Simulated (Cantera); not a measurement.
## Stirred combustor or abatement burner

A perfectly stirred reactor is fed with 8.00 % CO, 4.96 % H2, 1.04 % CH4, 7.79 % O2, 64.6 % N2, 13.6 % CO2, equivalence ratio 1.1, at 0.460 bar; it is adiabatic with a 450 K inlet, and is followed from long to short residence time, starting on the burning branch (τ in s: 0.15, 0.049, 0.016, 0.0052, 0.0017, 0.00055, 0.00018, 5.8e-05, 1.9e-05, 6.2e-06).

Detailed kinetics in Cantera: GRI-Mech 3.0 (53 species, 325 reactions).

```csv
τ (s),T (K),x CO,x H2,x CH4,x C2H4,x CO2,x NO
0.15,1486,0.0201,0.00254,4.02e-6,2.40e-10,0.219,1.34e-5
0.049,1451,0.0233,0.00309,8.50e-6,5.56e-10,0.215,1.17e-5
0.016,1403,0.0274,0.00386,1.93e-5,1.43e-9,0.210,1.00e-5
0.0052,1336,0.0327,0.00491,5.04e-5,4.47e-9,0.204,7.74e-6
0.0017,1235,0.0419,0.00671,0.000187,2.43e-8,0.193,3.93e-6
0.00055,450,0.0800,0.0496,0.0104,<1e-12,0.136,<1e-12
0.00018,450,0.0800,0.0496,0.0104,<1e-12,0.136,<1e-12
5.8e-5,450,0.0800,0.0496,0.0104,<1e-12,0.136,<1e-12
1.9e-5,450,0.0800,0.0496,0.0104,<1e-12,0.136,<1e-12
6.2e-6,450,0.0800,0.0496,0.0104,<1e-12,0.136,<1e-12
```
x: mole fraction; the columns are a selection and need not sum to one.
